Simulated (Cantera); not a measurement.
An isothermal, constant-pressure homogeneous reactor starts with N2O : H2O = 1 : 0.0092 (molar parts), at 1400 K and 0.592 atm. Integrator tolerance rtol = 1e-08.

Computed with Cantera and GRI-Mech 3.0 (53 species, 325 reactions). GRI-Mech 3.0 was tuned for natural gas; its chemistry of N2O as a main component is partial and can be far from experiment. The temperature is held fixed by assumption; the heat of reaction is taken as removed at once.

Problem. What does this change do: pressure from 0.592 atm to 0.0188 atm?

Solution. 
```
quantity                                              before                                      after
-----------------  -----------------------------------------  -----------------------------------------
x(N2O) at 1.00 s     0.00140 (gas-phase equilibrium 3.78e-8)      0.640 (gas-phase equilibrium 6.72e-9)
x(H2O) at 1.00 s     0.00610 (gas-phase equilibrium 0.00609)    0.00802 (gas-phase equilibrium 0.00608)
x(NO2) at 1.00 s    0.000625 (gas-phase equilibrium 6.03e-6)   0.000373 (gas-phase equilibrium 1.07e-6)
x(H2) at 1.00 s      8.61e-9 (gas-phase equilibrium 6.22e-9)    1.20e-7 (gas-phase equilibrium 3.49e-8)
x(O) at 1.00 s       9.16e-7 (gas-phase equilibrium 7.07e-7)    2.43e-5 (gas-phase equilibrium 3.97e-6)
x(H2O2) at 1.00 s  3.83e-10 (gas-phase equilibrium 3.03e-10)  8.12e-10 (gas-phase equilibrium 5.39e-11)
x(NO) at 1.00 s      0.0999 (gas-phase equilibrium 0.000838)    0.0423 (gas-phase equilibrium 0.000838)
```
Radical loss at walls, strong at low pressure, is not modelled.
